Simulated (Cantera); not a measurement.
Formation from one mole of O2

Source: NASA polynomial tables (part measured, part estimated), evaluated in Cantera. Values are per mole of reaction as written; species without (g) are pure solids or liquids, kept so even where they would boil at 1 bar.

4 Li + O2(g) = 2 Li2O

```csv
T (K),ΔH° (kJ),ΔS° (J/K),ΔG° (kJ),log10 K,condensed phases
1625,-1187.0,-260.3,-763.9,24.56,"Li(l), Li2O(s)"
1675,-1185.0,-259.1,-750.9,23.42,"Li(l), Li2O(s)"
1725,-1183.0,-257.9,-738.0,22.35,"Li(l), Li2O(s)"
1775,-1181.0,-256.8,-725.1,21.34,"Li(l), Li2O(s)"
1825,-1178.9,-255.7,-712.3,20.39,"Li(l), Li2O(s)"
1875,-1059.8,-191.0,-701.6,19.55,"Li(l), Li2O(l)"
1925,-1057.7,-190.0,-692.1,18.78,"Li(l), Li2O(l)"
1975,-1055.8,-189.0,-682.6,18.05,"Li(l), Li2O(l)"
2025,-1053.9,-188.0,-673.2,17.36,"Li(l), Li2O(l)"
```

1.2 Ti + O2(g) = 0.4 Ti3O5

| T (K) | ΔH° (kJ) | ΔS° (J/K) | ΔG° (kJ) | log10 K | condensed phases |
|---|---|---|---|---|---|
| 1625 | -967.2 | -164.5 | -700.0 | 22.50 | Ti(β), Ti3O5(s) |
| 1675 | -966.3 | -163.9 | -691.7 | 21.57 | Ti(β), Ti3O5(s) |
| 1725 | -965.5 | -163.4 | -683.6 | 20.70 | Ti(β), Ti3O5(s) |
| 1775 | -964.6 | -162.9 | -675.4 | 19.88 | Ti(β), Ti3O5(s) |
| 1825 | -963.8 | -162.5 | -667.3 | 19.10 | Ti(β), Ti3O5(s) |
| 1875 | -962.9 | -162.0 | -659.1 | 18.36 | Ti(β), Ti3O5(s) |
| 1925 | -962.1 | -161.6 | -651.1 | 17.67 | Ti(β), Ti3O5(s) |
| 1975 | -979.0 | -170.3 | -642.7 | 17.00 | Ti(l), Ti3O5(s) |
| 2025 | -978.5 | -170.0 | -634.2 | 16.36 | Ti(l), Ti3O5(s) |

C + O2(g) = CO2(g)

| T (K) | ΔH° (kJ) | ΔS° (J/K) | ΔG° (kJ) | log10 K |
|---|---|---|---|---|
| 1625 | -395.9 | 0.2 | -396.3 | 12.74 |
| 1675 | -396.1 | 0.1 | -396.3 | 12.36 |
| 1725 | -396.2 | 0.1 | -396.3 | 12.00 |
| 1775 | -396.3 | 0.0 | -396.3 | 11.66 |
| 1825 | -396.4 | 0.0 | -396.3 | 11.34 |
| 1875 | -396.5 | -0.1 | -396.3 | 11.04 |
| 1925 | -396.6 | -0.2 | -396.3 | 10.75 |
| 1975 | -396.8 | -0.2 | -396.3 | 10.48 |
| 2025 | -396.9 | -0.3 | -396.3 | 10.22 |

1.333 B + O2(g) = 0.6667 B2O3(g)

```json
[
 {"T (K)": "1625", "ΔH° (kJ)": "-562.6", "ΔS° (J/K)": "-29.2", "ΔG° (kJ)": "-515.1", "log10 K": "16.56"},
 {"T (K)": "1675", "ΔH° (kJ)": "-562.9", "ΔS° (J/K)": "-29.4", "ΔG° (kJ)": "-513.7", "log10 K": "16.02"},
 {"T (K)": "1725", "ΔH° (kJ)": "-563.2", "ΔS° (J/K)": "-29.6", "ΔG° (kJ)": "-512.2", "log10 K": "15.51"},
 {"T (K)": "1775", "ΔH° (kJ)": "-563.5", "ΔS° (J/K)": "-29.8", "ΔG° (kJ)": "-510.7", "log10 K": "15.03"},
 {"T (K)": "1825", "ΔH° (kJ)": "-563.9", "ΔS° (J/K)": "-29.9", "ΔG° (kJ)": "-509.2", "log10 K": "14.57"},
 {"T (K)": "1875", "ΔH° (kJ)": "-564.2", "ΔS° (J/K)": "-30.1", "ΔG° (kJ)": "-507.7", "log10 K": "14.14"},
 {"T (K)": "1925", "ΔH° (kJ)": "-564.5", "ΔS° (J/K)": "-30.3", "ΔG° (kJ)": "-506.2", "log10 K": "13.74"},
 {"T (K)": "1975", "ΔH° (kJ)": "-564.9", "ΔS° (J/K)": "-30.5", "ΔG° (kJ)": "-504.7", "log10 K": "13.35"},
 {"T (K)": "2025", "ΔH° (kJ)": "-565.3", "ΔS° (J/K)": "-30.7", "ΔG° (kJ)": "-503.1", "log10 K": "12.98"}
]
```
